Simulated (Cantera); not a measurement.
An adiabatic, constant-pressure homogeneous reactor starts with CH4 : C2H6 : C3H8 : O2 : N2 = 1 : 0.072 : 1.3 : 10.1 : 37.8 (molar parts), at 1798 K and 5.00 bar. Integrator tolerance rtol = 1e-08.

Model: GRI-Mech 3.0 (53 species, 325 reactions), integrated in Cantera. GRI-Mech 3.0 was tuned for natural gas; its chemistry of propane as a main component is partial and can be far from experiment.

```json
[
 {"quantity": "time of steepest temperature rise", "before": "4.32 µs", "after": "12.9 µs"},
 {"quantity": "temperature at 0.200 s", "before": "2938 K", "after": "2828 K"},
 {"quantity": "equilibrium temperature", "before": "2938 K", "after": "2828 K"},
 {"quantity": "x(CH4) at 0.200 s", "before": "<1e-12 (gas-phase equilibrium <1e-12)", "after": "<1e-12 (gas-phase equilibrium <1e-12)"},
 {"quantity": "x(C2H6) at 0.200 s", "before": "<1e-12 (gas-phase equilibrium <1e-12)", "after": "<1e-12 (gas-phase equilibrium <1e-12)"},
 {"quantity": "x(C3H8) at 0.200 s", "before": "<1e-12 (gas-phase equilibrium <1e-12)", "after": "<1e-12 (gas-phase equilibrium <1e-12)"},
 {"quantity": "x(HCO) at 0.200 s", "before": "8.98e-8 (gas-phase equilibrium 8.98e-8)", "after": "4.37e-8 (gas-phase equilibrium 4.37e-8)"},
 {"quantity": "x(OH) at 0.200 s", "before": "0.0209 (gas-phase equilibrium 0.0209)", "after": "0.0230 (gas-phase equilibrium 0.0230)"},
 {"quantity": "x(N2O) at 0.200 s", "before": "1.96e-6 (gas-phase equilibrium 1.96e-6)", "after": "8.60e-7 (gas-phase equilibrium 8.60e-7)"},
 {"quantity": "x(O) at 0.200 s", "before": "0.00745 (gas-phase equilibrium 0.00745)", "after": "0.0106 (gas-phase equilibrium 0.0106)"}
]
```

Task: Which change was made?
(A) pressure from 5.00 bar to 4.00 bar
(B) initial temperature 1798 to 1575 K
(C) pressure from 5.00 bar to 1.20 bar
(D) initial temperature 1798 to 1750 K

Result: C, pressure from 5.00 bar to 1.20 bar
